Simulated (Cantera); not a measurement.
# Premixed flame

A freely propagating, adiabatic, planar premixed flame of H2 : O2 : N2 = 1 : 0.333 : 1.25 (molar parts), equivalence ratio 1.5, unburnt at 350 K and 4.20 bar; mixture-averaged transport, grid criteria slope 0.08 and curve 0.16, no radiation.

Computed with Cantera and the H2/O2 subset of GRI-Mech 3.0, which has no nitrogen chemistry. The hydrogen kinetics of GRI-Mech 3.0 are dated; newer H2 mechanisms differ, most at raised pressure. Burning velocities carry a grid error of a few per cent, more on coarse grids.

```csv
z (mm),T (K),u (m/s),x H2,x O2,x HO2,x H2O2,x H2O,x OH
-0.166,350,3.85,0.387,0.129,<1e-8,<1e-8,<1e-8,<1e-8
-0.111,350,3.85,0.387,0.129,<1e-8,<1e-8,1.15e-8,<1e-8
-0.0831,350,3.85,0.387,0.129,1.21e-8,<1e-8,1.36e-7,<1e-8
-0.0554,351,3.86,0.386,0.129,5.59e-7,5.97e-8,5.12e-6,<1e-8
-0.0277,398,4.29,0.373,0.131,0.000205,2.14e-5,0.00131,1.55e-5
-0.0139,710,7.36,0.332,0.126,0.000984,0.000147,0.0257,0.00109
0,1177,11.8,0.263,0.0977,0.000390,5.84e-5,0.0936,0.00200
0.0139,1515,15.1,0.194,0.0548,0.000179,6.63e-6,0.176,0.00428
0.0277,1708,16.9,0.151,0.0241,7.39e-5,2.81e-6,0.233,0.00638
0.0554,1880,18.5,0.129,0.00530,1.54e-5,1.42e-6,0.269,0.00793
0.111,2017,19.7,0.130,0.00153,4.61e-6,7.15e-7,0.279,0.00759
0.222,2128,20.6,0.134,0.000712,2.18e-6,3.73e-7,0.286,0.00605
0.443,2207,21.2,0.138,0.000293,9.17e-7,1.91e-7,0.290,0.00421
```
x: mole fraction of selected species; z is measured from the peak of heat release.

The laminar burning velocity is 385 cm/s, the thermal thickness is 0.0554 mm and the peak x(HO2) comes out as 0.00110. The peak x(H2O2) is 0.000148 and the peak x(OH) is 0.00803. The grid points comes out as 114.
